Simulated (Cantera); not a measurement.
A closed system holds: 1 mol B, 0.46 mol NH₃, held at 1.00 bar.

Method: chemical equilibrium by Gibbs-energy minimisation in Cantera with the NASA 1993 tables (ideal gas, pure condensed phases). Candidate condensed phases: B, BN; 15 gas species. Mutual solubility and eutectic melting of coexisting phases are not modelled. The tables' values for BH₂ are old estimates; treat these amounts as uncertain. Gases not in the tables: B₂H₆ and higher boranes. Equilibrium is a limit: real reactors are often held back by kinetics, nucleation or transport. All values below are at 1675 K.

Base state: H₂ 1.000, H 0.000116, BH₂ 4.99e-5, BH₃ 1.29e-5 (mole fractions); condensed: B(s) + BN(s).

What changes in the equilibrium state with this change: NH₃ from 0.46 to 1.2 mol?


```
species       before     after
----------  --------  --------
H₂             1.000     0.947
N₂           3.56e-7    0.0526
H           0.000116  0.000113
BH₂          4.99e-5   1.23e-7
BH₃          1.29e-5   3.10e-8
B(s), mol      0.540         0
BN(s), mol     0.460      1.00
```
